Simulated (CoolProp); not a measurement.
A single-stage vapour-compression cycle with the fluid: evaporating at 282.15 K (dew point), condensing at 329.15 K (bubble point), superheat 10 K, subcooling 2 K, compressor efficiency 0.6, no pressure losses. The same conditions are run with several fluids, on thermodynamics alone (safety and materials aside).

Model: reference Helmholtz-energy equation of state of each fluid (R113: Marx 1992; isohexane: Lemmon 2006; R22: Kamei 1995; fluoroethane (R161): Wu 2012; trans-2-butene: Lemmon 2005; propyne: Polt 1992), in CoolProp. The equations of Platzer and Polt are older, rougher fits.

```json
[
 {"fluid": "R113", "cooling COP": "3.07", "pressure ratio": "5.80", "discharge temperature (K)": "352.8", "refrigerating effect (kJ/kg)": "121", "volumetric capacity (kJ/m³)": "216"},
 {"fluid": "isohexane", "cooling COP": "3.03", "pressure ratio": "…", "discharge temperature (K)": "345.2", "refrigerating effect (kJ/kg)": "272", "volumetric capacity (kJ/m³)": "…"},
 {"fluid": "R22", "cooling COP": "2.75", "pressure ratio": "3.37", "discharge temperature (K)": "381.7", "refrigerating effect (kJ/kg)": "147", "volumetric capacity (kJ/m³)": "3900"},
 {"fluid": "fluoroethane (R161)", "cooling COP": "2.81", "pressure ratio": "…", "discharge temperature (K)": "376.6", "refrigerating effect (kJ/kg)": "274", "volumetric capacity (kJ/m³)": "3520"},
 {"fluid": "trans-2-butene", "cooling COP": "3.02", "pressure ratio": "4.12", "discharge temperature (K)": "359.3", "refrigerating effect (kJ/kg)": "307", "volumetric capacity (kJ/m³)": "1020"},
 {"fluid": "propyne", "cooling COP": "3.02", "pressure ratio": "3.67", "discharge temperature (K)": "380.0", "refrigerating effect (kJ/kg)": "394", "volumetric capacity (kJ/m³)": "2490"}
]
```

Task: What belongs in the gaps?

Result: 
- isohexane, pressure ratio: 6.35
- isohexane, volumetric capacity (kJ/m³): 136
- fluoroethane (R161), pressure ratio: 3.41
